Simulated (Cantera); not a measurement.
A Cantera script and what it prints.

```python
import numpy as np
import cantera as ct

gas_names = [...]  # 140 gases of nasa_gas.yaml made of C, Fe, H, N, O
cond_names = """
    C(gr) C6H6(L) C7H8(L) C8H18(L),n-octa Fe(a) Fe(c) Fe(d) Fe(L) FeC5O5(L) FeO(s) FeO(L) Fe(OH)2(s)
    Fe(OH)3(s) Fe2O3(s) Fe3O4(s) H2O(s) H2O(L)
""".split()


# ... load() reads the species with a 1 bar reference pressure and builds the phases ...
atoms = {
    'Fe3O4': {'Fe': 3, 'O': 4},
    'CH4': {'C': 1, 'H': 4},
    'N2': {'N': 2},
}
top_T = {'C(gr)': 4500, 'Fe2O3(s)': 1830, 'Fe3O4(s)': 1870}  # K; cautious upper limits of use, not melting points


# ... equilibrate(T, P, feed) seeds the gas with the atoms and calls Mixture.equilibrate('TP', solver="vcs", rtol=1e-11, max_steps=5000) ...
results = []
feed = {'Fe3O4': 1, 'CH4': 3.1, 'N2': 4.2}  # mol
P = 75000  # Pa
for T in [1948, 1998, 2048, 2098, 2148, 2198, 2248, 2298, 2348, 2398, 2448, 2498, 2548]:
    mix = equilibrate(T, P, feed)
    results.append((T, P, feed, dict(zip(mix.species_names, mix.species_moles))))

top = {s: max(r[3][s] / sum(r[3][g] for g in gas_names) for r in results) for s in gas_names}
cols = sorted((s for s in top if top[s] > 0.001), key=lambda s: -top[s])[:9]
seen = [c for c in cond_names if any(r[3].get(c, 0) > 1e-12 for r in results)]
print("log10 of partial pressures in bar; condensed amounts in mol")
print(f"{'T/K':>10s}" + "".join(f"{s[:9]:>10s}" for s in cols + seen))
for T, P, feed, n in results:
    ng = sum(n[g] for g in gas_names)
    print(f"{T:10.4g}" + "".join(f"{np.log10(max(n[s] / ng * P / 1e5, 1e-99)):10.3f}" for s in cols)
          + "".join(f"{n.get(c, 0):10.4g}" for c in seen))
```

It prints:

```
log10 of partial pressures in bar; condensed amounts in mol
       T/K        H2        N2        CO       H2O        Fe         H       CO2     Fe(L)
      1948    -0.524    -0.632    -0.779    -1.353    -3.699    -3.209    -2.251     2.996
      1998    -0.524    -0.632    -0.778    -1.352    -3.448    -3.057    -2.266     2.993
      2048    -0.525    -0.633    -0.778    -1.350    -3.210    -2.912    -2.281     2.989
      2098    -0.526    -0.633    -0.778    -1.349    -2.984    -2.775    -2.295     2.981
      2148    -0.527    -0.634    -0.778    -1.349    -2.769    -2.644    -2.308     2.969
      2198    -0.529    -0.635    -0.779    -1.348    -2.565    -2.519    -2.321      2.95
      2248    -0.531    -0.636    -0.780    -1.349    -2.370    -2.399    -2.333     2.922
      2298    -0.533    -0.637    -0.781    -1.350    -2.184    -2.285    -2.346      2.88
      2348    -0.537    -0.640    -0.783    -1.352    -2.007    -2.177    -2.358     2.818
      2398    -0.542    -0.643    -0.786    -1.356    -1.838    -2.073    -2.371     2.729
      2448    -0.548    -0.648    -0.791    -1.361    -1.676    -1.975    -2.385     2.603
      2498    -0.556    -0.654    -0.797    -1.369    -1.521    -1.882    -2.401     2.424
      2548    -0.567    -0.663    -0.805    -1.379    -1.372    -1.793    -2.419     2.173
```

Method: chemical equilibrium by Gibbs-energy minimisation in Cantera with the NASA 1993 tables (ideal gas, pure condensed phases).
